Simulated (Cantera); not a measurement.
A Cantera script and what it prints.

```python
import numpy as np
import cantera as ct

gas_names = [...]  # 87 gases of nasa_gas.yaml made of C, H, Si
cond_names = """
    C(gr) C6H6(L) C7H8(L) C8H18(L),n-octa Si(cr) Si(L) SiC(b)
""".split()


# ... load() reads the species with a 1 bar reference pressure and builds the phases ...
atoms = {
    'CH3SiH3': {'C': 1, 'H': 6, 'Si': 1},
    'C3H8': {'C': 3, 'H': 8},
    'H2': {'H': 2},
}
top_T = {'C(gr)': 4500, 'SiC(b)': 3050}  # K; cautious upper limits of use, not melting points


# ... equilibrate(T, P, feed) seeds the gas with the atoms and calls Mixture.equilibrate('TP', solver="vcs", rtol=1e-11, max_steps=5000) ...
results = []
T = 998  # K
P = 100000  # Pa
for m in [2.1, 4.2, 8.2, 16, 32, 64, 130]:
    feed = {'CH3SiH3': 1, 'C3H8': 0.65, 'H2': m}  # mol
    mix = equilibrate(T, P, feed)
    results.append((T, P, feed, dict(zip(mix.species_names, mix.species_moles))))
    x = sorted(zip(gas.X, gas.species_names), reverse=True)
    print(f"T = {T:g} K  P = {P:g} Pa  n(H2) = {m:g} mol  gas = {mix.phase_moles(0):.4g} mol")
    print("   x: " + "  ".join(f"{s} {v:.3e}" for v, s in x if v > 0.001))
    print("   condensed (mol): " + ("  ".join(f"{mix.phase(i).name} {mix.phase_moles(i):.4g}"
          for i in range(1, mix.n_phases) if mix.phase_moles(i) > 1e-12) or "none"))
```

It prints:

```
T = 998 K  P = 100000 Pa  n(H2) = 2.1 mol  gas = 7.115 mol
   x: H2 9.178e-01  CH4 8.218e-02
   condensed (mol): C(gr) 1.365  SiC(b) 1
T = 998 K  P = 100000 Pa  n(H2) = 4.2 mol  gas = 9.056 mol
   x: H2 9.178e-01  CH4 8.218e-02
   condensed (mol): C(gr) 1.206  SiC(b) 1
T = 998 K  P = 100000 Pa  n(H2) = 8.2 mol  gas = 12.75 mol
   x: H2 9.178e-01  CH4 8.218e-02
   condensed (mol): C(gr) 0.902  SiC(b) 1
T = 998 K  P = 100000 Pa  n(H2) = 16 mol  gas = 19.96 mol
   x: H2 9.178e-01  CH4 8.218e-02
   condensed (mol): C(gr) 0.3096  SiC(b) 1
T = 998 K  P = 100000 Pa  n(H2) = 32 mol  gas = 35.65 mol
   x: H2 9.453e-01  CH4 5.470e-02
   condensed (mol): SiC(b) 1
T = 998 K  P = 100000 Pa  n(H2) = 64 mol  gas = 67.65 mol
   x: H2 9.712e-01  CH4 2.882e-02
   condensed (mol): SiC(b) 1
T = 998 K  P = 100000 Pa  n(H2) = 130 mol  gas = 133.7 mol
   x: H2 9.854e-01  CH4 1.459e-02
   condensed (mol): SiC(b) 1
```

Method: chemical equilibrium by Gibbs-energy minimisation in Cantera with the NASA 1993 tables (ideal gas, pure condensed phases). The feed counts by its element totals alone.
